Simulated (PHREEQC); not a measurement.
A solution holds 0.12 mol HCl and 8.5e-05 mol MnSO4 per kg of water, at 25 °C. Closed to the air; pH follows from the charge balance.

Computed with PHREEQC (ion-association model, wateq4f.dat).

No solid was allowed to form.

Task: Predict the pH.

Result: pH 1.01.

Task: In which forms is Mn present?

Result: Mn+2 84 %, MnCl+ 15 % of the Mn.
